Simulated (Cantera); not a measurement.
Input: 1 mol SiCl4, 73 mol N2, 1.5 mol H2, 1.7 mol NH3, held at 1675 °C and 22.5 Torr.

Equilibrium computed with Cantera from the NASA thermochemical tables; the gas is ideal and each condensed phase is pure. Candidate condensed phases: NH4Cl, Si, Si3N4; 28 gas species. The tables' values for SiCl, SiCl3, SiN are old estimates; treat these amounts as uncertain. The numbers say what is thermodynamically allowed, not how fast it happens.

Base state: N2 0.923, H2 0.0375, HCl 0.0250, SiCl2 0.0120, H 0.00126, Cl 0.000632, Si 0.000219, SiCl 0.000188 (mole fractions); condensed: gas only.

### Question
What changes in the equilibrium state with this change: temperature from 1675 °C to 975 °C?

### Answer
```json
[
 {"species": "N2", "before": "0.923", "after": "0.924"},
 {"species": "HCl", "before": "0.0250", "after": "0.0488"},
 {"species": "H2", "before": "0.0375", "after": "0.0267"},
 {"species": "SiCl2", "before": "0.0120", "after": "5.92e-5"},
 {"species": "SiCl4", "before": "5.73e-7", "after": "0.000358"},
 {"species": "Si", "before": "0.000219", "after": "<1e-9"},
 {"species": "SiCl", "before": "0.000188", "after": "<1e-9"},
 {"species": "SiN", "before": "1.08e-5", "after": "<1e-9"},
 {"species": "H", "before": "0.00126", "after": "4.42e-7"},
 {"species": "Si3N4(s), mol", "before": "0", "after": "0.321"}
]
```
The tables' values for SiCl3 are old estimates; treat these amounts as uncertain.
